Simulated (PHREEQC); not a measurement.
# City or well water

A made-up water analysis in mg/L, 25 °C, pH 7.08, pe 9: Na 97.6; K 0.0614; Ca 79.1; Mg 9.59; Cl 113; S(6) as SO4 49.4; Alkalinity as HCO3 302; Sr 0.646.

Na is adjusted to close the charge balance.
Valence states are taken as typed.

The numbers come from PHREEQC with the ion-association model, phreeqc.dat.

This is a speciation only: nothing precipitates in the calculation.

Problem. Estimate the specific conductance.

Solution. specific conductance 912 µS/cm.

Problem. In which forms is Mg present?

Solution. Mg+2 92 %, MgSO4 4.0 %, MgHCO3+ 3.5 % of the Mg.
